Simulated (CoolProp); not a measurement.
A closed Brayton cycle with dry air: compressor inlet 305.15 K and 7.8 MPa, high pressure 25.8 MPa, turbine inlet 930 K, compressor efficiency 0.89, turbine efficiency 0.93, recuperator effectiveness 0.95 (on enthalpy, no pinch check). Each further row changes one setting.

Values from CoolProp's reference Helmholtz-energy equation of state, Lemmon 2000. It is a pseudo-pure fit of the blend.

```
case                           thermal efficiency (%)  net work (kJ/kg)  compressor to turbine work  compressor exit (K)  turbine exit (K)
-----------------------------  ----------------------  ----------------  --------------------------  -------------------  ----------------
as stated                                        42.2               122                        0.55                446.9             697.6
turbine inlet 880 K                                 ?                 ?                        0.58                446.9             658.1
compressor inlet 315.15 K                        40.6                 ?                           ?                461.4             697.6
high pressure 21.9 MPa                              ?               113                        0.52                424.6                 ?
recuperator effectiveness 0.5                    29.7               122                        0.55                446.9             697.6
```

Q: Some entries are withheld; supply them.

A: 
- turbine inlet 880 K, thermal efficiency (%): 39.4
- turbine inlet 880 K, net work (kJ/kg): 107
- compressor inlet 315.15 K, net work (kJ/kg): 117
- compressor inlet 315.15 K, compressor to turbine work: 0.57
- high pressure 21.9 MPa, thermal efficiency (%): 43.6
- high pressure 21.9 MPa, turbine exit (K): 725.9
